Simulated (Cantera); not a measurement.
Input (Python, Cantera) and output of one run.

```python
import numpy as np
import cantera as ct

gas_names = """
    C CO CO2 C2 C2O C3 C3O2 C4 C5 O O2 O3 Ti TiO TiO2
""".split()
cond_names = """
    C(gr) Ti(a) Ti(b) Ti(L) TiC(s) TiC(L) TiO(a) TiO(b) TiO(L) TiO2(ru) TiO2(L) Ti2O3(a) Ti2O3(b)
    Ti2O3(L) Ti3O5(a) Ti3O5(b) Ti3O5(L) Ti4O7(s) Ti4O7(L)
""".split()


# ... load() reads the species with a 1 bar reference pressure and builds the phases ...
atoms = {
    'TiO2': {'Ti': 1, 'O': 2},
    'CO': {'C': 1, 'O': 1},
}
top_T = {'C(gr)': 4500}  # K; cautious upper limits of use, not melting points


# ... equilibrate(T, P, feed) seeds the gas with the atoms and calls Mixture.equilibrate('TP', solver="vcs", rtol=1e-11, max_steps=5000) ...
results = []
feed = {'TiO2': 1, 'CO': 3.5}  # mol
P = 3200  # Pa
for T in [1125, 1275, 1425, 1575, 1725, 1875, 2025, 2175, 2325, 2475]:
    mix = equilibrate(T, P, feed)
    results.append((T, P, feed, dict(zip(mix.species_names, mix.species_moles))))
    x = sorted(zip(gas.X, gas.species_names), reverse=True)
    print(f"T = {T:g} K  P = {P:g} Pa  gas = {mix.phase_moles(0):.4g} mol")
    print("   x: " + "  ".join(f"{s} {v:.3e}" for v, s in x if v > 1e-06))
    print("   condensed (mol): " + ("  ".join(f"{mix.phase(i).name} {mix.phase_moles(i):.4g}"
          for i in range(1, mix.n_phases) if mix.phase_moles(i) > 1e-12) or "none"))
```

Result:

```
T = 1125 K  P = 3200 Pa  gas = 3.493 mol
   x: CO 9.981e-01  CO2 1.864e-03
   condensed (mol): C(gr) 0.006512  TiO2(ru) 1
T = 1275 K  P = 3200 Pa  gas = 3.5 mol
   x: CO 9.986e-01  CO2 1.408e-03
   condensed (mol): TiO2(ru) 0.9803  Ti4O7(s) 0.004927
T = 1425 K  P = 3200 Pa  gas = 3.5 mol
   x: CO 9.961e-01  CO2 3.940e-03
   condensed (mol): TiO2(ru) 0.9448  Ti4O7(s) 0.01379
T = 1575 K  P = 3200 Pa  gas = 3.5 mol
   x: CO 9.907e-01  CO2 9.268e-03
   condensed (mol): TiO2(ru) 0.8702  Ti4O7(s) 0.03244
T = 1725 K  P = 3200 Pa  gas = 3.5 mol
   x: CO 9.809e-01  CO2 1.911e-02
   condensed (mol): TiO2(ru) 0.7324  Ti4O7(s) 0.0669
T = 1875 K  P = 3200 Pa  gas = 3.5 mol
   x: CO 9.645e-01  CO2 3.552e-02
   condensed (mol): TiO2(ru) 0.5027  Ti4O7(s) 0.1243
T = 2025 K  P = 3200 Pa  gas = 3.5 mol
   x: CO 9.286e-01  CO2 7.142e-02  TiO2 9.719e-06  O 3.160e-06
   condensed (mol): Ti4O7(L) 0.25
T = 2175 K  P = 3200 Pa  gas = 3.5 mol
   x: CO 9.285e-01  CO2 7.137e-02  TiO2 8.046e-05  O 2.801e-05  O2 4.732e-06  TiO 4.592e-06
   condensed (mol): Ti4O7(L) 0.2499
T = 2325 K  P = 3200 Pa  gas = 3.503 mol
   x: CO 9.282e-01  CO2 7.103e-02  TiO2 4.958e-04  O 1.863e-04  TiO 3.822e-05  O2 3.375e-05
   condensed (mol): Ti4O7(L) 0.2495
T = 2475 K  P = 3200 Pa  gas = 3.513 mol
   x: CO 9.268e-01  CO2 6.941e-02  TiO2 2.394e-03  O 9.657e-04  TiO 2.453e-04  O2 1.823e-04
   condensed (mol): Ti4O7(L) 0.2477
```

Method: chemical equilibrium by Gibbs-energy minimisation in Cantera with the NASA 1993 tables (ideal gas, pure condensed phases). Mutual solubility and eutectic melting of coexisting phases are not modelled. Condensed phases not in the tables: Magnéli phases beyond Ti4O7.
